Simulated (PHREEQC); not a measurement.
Solution A (0.0027 mol NaNO3 per kg of water) is mixed with solution B (0.2 mmol/kgw CaSO4, 42 mmol/kgw Na2HPO4 and 0.044 mmol/kgw H4SiO4) at 25 °C; shares are by mass of water, 1 kg in all. Oxygen alone is held at its pressure in air (log pO2 = -0.68). No CO2 enters from the air. Solids allowed: Gypsum, Portlandite, Hydroxyapatite, Quartz, Mirabilite. Others were left out.

Model: ion-association model, wateq4f.dat, run in PHREEQC.

```tsv
share of solution B	pH	Hydroxyapatite (mol)	SO4-2 (mol/kgw)	CaPO4- (mol/kgw)	CaHPO4 (mol/kgw)
0	7.00	0	0	0	0
0.05	9.06	1.45e-6	9.77e-6	1.38e-6	4.65e-7
0.15	9.13	5.35e-6	___	___	5.83e-7
0.2	9.14	7.30e-6	3.81e-5	2.40e-6	6.31e-7
0.25	9.14	9.25e-6	4.72e-5	2.60e-6	6.75e-7
0.35	9.13	___	6.52e-5	2.92e-6	7.56e-7
0.4	9.12	1.51e-5	7.41e-5	3.05e-6	7.93e-7
0.45	9.12	___	8.29e-5	3.17e-6	8.29e-7
0.55	9.10	2.11e-5	___	3.38e-6	8.95e-7
0.6	9.10	2.30e-5	0.000109	3.47e-6	9.27e-7
0.65	9.09	2.50e-5	0.000117	3.56e-6	9.57e-7
0.75	9.08	___	0.000134	3.71e-6	1.01e-6
0.8	9.07	3.10e-5	0.000142	3.78e-6	1.04e-6
0.85	9.07	3.29e-5	___	3.85e-6	1.07e-6
0.95	9.06	3.69e-5	0.000167	___	1.12e-6
1	9.05	3.89e-5	0.000175	4.04e-6	1.15e-6
```

Q: Complete the blanks.

A: 
- 0.15, SO4-2 (mol/kgw): 2.88e-5
- 0.15, CaPO4- (mol/kgw): 2.16e-6
- 0.35, Hydroxyapatite (mol): 1.32e-5
- 0.45, Hydroxyapatite (mol): 1.71e-5
- 0.55, SO4-2 (mol/kgw): 0.000100
- 0.75, Hydroxyapatite (mol): 2.90e-5
- 0.85, SO4-2 (mol/kgw): 0.000151
- 0.95, CaPO4- (mol/kgw): 3.98e-6

H3PO4, which wateq4f.dat lacks, is added to it with the constant of phreeqc.dat.
